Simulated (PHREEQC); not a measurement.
Dissolve 62 mmol/kgw H2SO4, 57 mmol/kgw MnSO4 and 74 mmol/kgw Na2SO4 at 65 °C. Closed to the air; pH follows from the charge balance.

Computed with PHREEQC (ion-association model, phreeqc.dat).

Each row changes one thing in this solution. No solid was allowed to form.

```json
[
 {"case": "as made", "pH": "1.68", "ionic strength (mol/kgw)": "0.302", "HSO4- (mol/kgw)": "0.0968", "SO4-2 (mol/kgw)": "0.0555", "MnSO4 (mol/kgw)": "0.0297", "Mn+2 (mol/kgw)": "0.0273"},
 {"case": "temperature from 65 to 55 °C", "pH": "1.62", "ionic strength (mol/kgw)": "0.312", "HSO4- (mol/kgw)": "0.0928", "SO4-2 (mol/kgw)": "0.0599", "MnSO4 (mol/kgw)": "0.0290", "Mn+2 (mol/kgw)": "0.0280"},
 {"case": "0.075 mol/kgw KCl added", "pH": "1.64", "ionic strength (mol/kgw)": "…", "HSO4- (mol/kgw)": "0.0941", "SO4-2 (mol/kgw)": "…", "MnSO4 (mol/kgw)": "0.0259", "Mn+2 (mol/kgw)": "…"},
 {"case": "temperature from 65 to 50 °C", "pH": "1.59", "ionic strength (mol/kgw)": "0.317", "HSO4- (mol/kgw)": "0.0907", "SO4-2 (mol/kgw)": "0.0622", "MnSO4 (mol/kgw)": "0.0285", "Mn+2 (mol/kgw)": "0.0284"},
 {"case": "temperature from 65 to 75 °C", "pH": "1.75", "ionic strength (mol/kgw)": "0.293", "HSO4- (mol/kgw)": "0.101", "SO4-2 (mol/kgw)": "0.0516", "MnSO4 (mol/kgw)": "0.0303", "Mn+2 (mol/kgw)": "0.0267"},
 {"case": "H2SO4 left out", "pH": "6.16", "ionic strength (mol/kgw)": "0.276", "HSO4- (mol/kgw)": "…", "SO4-2 (mol/kgw)": "0.0796", "MnSO4 (mol/kgw)": "0.0357", "Mn+2 (mol/kgw)": "0.0213"},
 {"case": "MnSO4 from 0.057 to 0.0114 mol/kgw", "pH": "1.61", "ionic strength (mol/kgw)": "0.229", "HSO4- (mol/kgw)": "0.0923", "SO4-2 (mol/kgw)": "…", "MnSO4 (mol/kgw)": "0.00566", "Mn+2 (mol/kgw)": "0.00574"},
 {"case": "Na2SO4 replaced by KHSO4 at the same molality", "pH": "1.30", "ionic strength (mol/kgw)": "0.266", "HSO4- (mol/kgw)": "0.134", "SO4-2 (mol/kgw)": "0.0306", "MnSO4 (mol/kgw)": "0.0227", "Mn+2 (mol/kgw)": "0.0343"},
 {"case": "H2SO4 replaced by ZnSO4 at the same molality", "pH": "5.43", "ionic strength (mol/kgw)": "0.372", "HSO4- (mol/kgw)": "2.57e-5", "SO4-2 (mol/kgw)": "0.0906", "MnSO4 (mol/kgw)": "0.0342", "Mn+2 (mol/kgw)": "0.0228"}
]
```

Q: Some entries are withheld; supply them.

A: 
- 0.075 mol/kgw KCl added, ionic strength (mol/kgw): 0.378
- 0.075 mol/kgw KCl added, SO4-2 (mol/kgw): 0.0542
- 0.075 mol/kgw KCl added, Mn+2 (mol/kgw): 0.0291
- H2SO4 left out, HSO4- (mol/kgw): 4.77e-6
- MnSO4 from 0.057 to 0.0114 mol/kgw, SO4-2 (mol/kgw): 0.0405

Away from 25 °C the constants follow the database's enthalpies or fits; those with neither stay at their 25 °C values.
